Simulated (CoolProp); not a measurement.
Computed with CoolProp (reference Helmholtz-energy equation of state, Lemmon 2006). It is a short technical equation, of lower accuracy than the large ones.

Give the vapour pressure (kPa), vapour density (kg/m³), surface tension (mN/m) of saturated CH3F (R41) at 272.2, 279.5 K.


```
T (K)  p (kPa)  vapour density (kg/m³)  surface tension (mN/m)
-----  -------  ----------------------  ----------------------
272.2     1990                    41.4                    4.47
279.5     2420                    51.7                    3.59
```

Surface tension comes from a separate correlation (Mulero 2012).
